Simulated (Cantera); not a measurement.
Standard-state values (1 bar) from the NASA 1993 polynomials, evaluated with Cantera. Values are per mole of reaction as written; species without (g) are pure solids or liquids, kept so even where they would boil at 1 bar. The tables' values for C2F4 are old estimates.

Task: Between 300 and 1050 K, where is each reaction favourable under standard conditions?
- 2 CF4(g) = 2 F2(g) + C2F4(g)

Result: 
- 2 CF4(g) = 2 F2(g) + C2F4(g): ΔG° is 1153 kJ at 300 K and 1010 kJ at 1050 K; it stays positive (K < 1). ΔH° is 1211 kJ and ΔS° 191 J/K at 1050 K.
